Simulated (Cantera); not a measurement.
Feed: 1 mol Fe3O4, 0.89 mol CO, 1.6 mol H2, equilibrated at 2600 K and 10.0 mbar.

These are equilibrium values from Cantera (NASA tables, ideal gas, pure condensed phases), not measurements of a reactor. Candidate condensed phases: C, C6H6, C7H8, C8H18, Fe, Fe(CO)5, FeO, Fe(OH)2, Fe(OH)3, Fe2O3, Fe3O4, H2O; 114 gas species. Kinetics and transport are ignored.

Base state: Fe 0.349, H2O 0.121, O2 0.0980, CO 0.0820, H 0.0735, O 0.0729, FeO 0.0687, OH 0.0562 (mole fractions); condensed: gas only.

Task: What changes in the equilibrium state with this change: H2 from 1.6 to 3.5 mol?

Result: 
```json
[
 {"species": "Fe", "before": "0.349", "after": "0.298"},
 {"species": "H2O", "before": "0.121", "after": "0.204"},
 {"species": "H", "before": "0.0735", "after": "0.120"},
 {"species": "H2", "before": "0.0367", "after": "0.0981"},
 {"species": "O2", "before": "0.0980", "after": "0.0389"},
 {"species": "FeO", "before": "0.0687", "after": "0.0370"},
 {"species": "CO2", "before": "0.0419", "after": "0.0242"},
 {"species": "O", "before": "0.0729", "after": "0.0459"},
 {"species": "CO", "before": "0.0820", "after": "0.0753"},
 {"species": "OH", "before": "0.0562", "after": "0.0579"},
 {"species": "Fe(OH)2", "before": "0.000141", "after": "0.000128"}
]
```

Task: What changes in the equilibrium state with this change: CO from 0.89 to 3 mol?

Result: 
| species | before | after |
|---|---|---|
| Fe | 0.349 | 0.284 |
| CO | 0.0820 | 0.235 |
| CO2 | 0.0419 | 0.0927 |
| O2 | 0.0980 | 0.0586 |
| FeO | 0.0687 | 0.0433 |
| H2O | 0.121 | 0.0853 |
| OH | 0.0562 | 0.0415 |
| O | 0.0729 | 0.0564 |
| H2 | 0.0367 | 0.0334 |
| H | 0.0735 | 0.0701 |
| Fe(OH)2 | 0.000141 | 6.24e-5 |
